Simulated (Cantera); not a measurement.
An isothermal, constant-pressure homogeneous reactor starts with CH4 : O2 : N2 = 0.0061 : 0.008 : 1 (molar parts), equivalence ratio 1.5, at 1325 K and 1.01 bar. Integrator tolerance rtol = 1e-08.

Model: GRI-Mech 3.0 (53 species, 325 reactions), integrated in Cantera.

What does this change do: N2 1 to 0.57 parts?


```csv
quantity,before,after
x(CH4) at 200 s,7.97e-5 (gas-phase equilibrium 2.67e-12),0.000161 (gas-phase equilibrium 1.39e-11)
x(O2) at 200 s,<1e-12 (gas-phase equilibrium <1e-12),<1e-12 (gas-phase equilibrium <1e-12)
x(H2) at 200 s,0.00457 (gas-phase equilibrium 0.00488),0.00787 (gas-phase equilibrium 0.00845)
x(NO) at 200 s,5.96e-9 (gas-phase equilibrium 2.22e-10),8.73e-10 (gas-phase equilibrium 2.20e-10)
x(CH2) at 200 s,<1e-12 (gas-phase equilibrium <1e-12),1.02e-12 (gas-phase equilibrium <1e-12)
x(N2O) at 200 s,<1e-12 (gas-phase equilibrium <1e-12),<1e-12 (gas-phase equilibrium <1e-12)
x(CH2O) at 200 s,5.58e-10 (gas-phase equilibrium 7.73e-12),8.99e-10 (gas-phase equilibrium 2.32e-11)
```

What does this change do: N2 1 to 1.5 parts?


```csv
quantity,before,after
x(CH4) at 200 s,7.97e-5 (gas-phase equilibrium 2.67e-12),4.85e-5 (gas-phase equilibrium <1e-12)
x(O2) at 200 s,<1e-12 (gas-phase equilibrium <1e-12),<1e-12 (gas-phase equilibrium <1e-12)
x(H2) at 200 s,0.00457 (gas-phase equilibrium 0.00488),0.00307 (gas-phase equilibrium 0.00328)
x(NO) at 200 s,5.96e-9 (gas-phase equilibrium 2.22e-10),2.10e-8 (gas-phase equilibrium 2.22e-10)
x(CH2) at 200 s,<1e-12 (gas-phase equilibrium <1e-12),<1e-12 (gas-phase equilibrium <1e-12)
x(N2O) at 200 s,<1e-12 (gas-phase equilibrium <1e-12),<1e-12 (gas-phase equilibrium <1e-12)
x(CH2O) at 200 s,5.58e-10 (gas-phase equilibrium 7.73e-12),4.02e-10 (gas-phase equilibrium 3.48e-12)
```

What does this change do: N2 1 to 2.2 parts?


```tsv
quantity	before	after
x(CH4) at 200 s	7.97e-5 (gas-phase equilibrium 2.67e-12)	3.05e-5 (gas-phase equilibrium <1e-12)
x(O2) at 200 s	<1e-12 (gas-phase equilibrium <1e-12)	<1e-12 (gas-phase equilibrium <1e-12)
x(H2) at 200 s	0.00457 (gas-phase equilibrium 0.00488)	0.00210 (gas-phase equilibrium 0.00224)
x(NO) at 200 s	5.96e-9 (gas-phase equilibrium 2.22e-10)	5.43e-8 (gas-phase equilibrium 2.23e-10)
x(CH2) at 200 s	<1e-12 (gas-phase equilibrium <1e-12)	<1e-12 (gas-phase equilibrium <1e-12)
x(N2O) at 200 s	<1e-12 (gas-phase equilibrium <1e-12)	1.30e-12 (gas-phase equilibrium <1e-12)
x(CH2O) at 200 s	5.58e-10 (gas-phase equilibrium 7.73e-12)	2.96e-10 (gas-phase equilibrium 1.63e-12)
```
